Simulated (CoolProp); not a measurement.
Computed with CoolProp (reference Helmholtz-energy equation of state, Lemmon 2006). It is a short technical equation, of lower accuracy than the large ones.

Q: Give the vapour pressure (kPa), enthalpy of vaporisation (kJ/kg), liquid cp (kJ/(kg K)), surface tension (mN/m) of saturated nitrous oxide at 206.5, 220.1, 222.3 K.

A: 
```csv
T (K),p (kPa),enthalpy of vaporisation (kJ/kg),liquid cp (kJ/(kg K)),surface tension (mN/m)
206.5,319,348,1.75,18.8
220.1,574,330,1.79,15.9
222.3,626,327,1.80,15.4
```

Surface tension comes from a separate correlation (Mulero 2012).
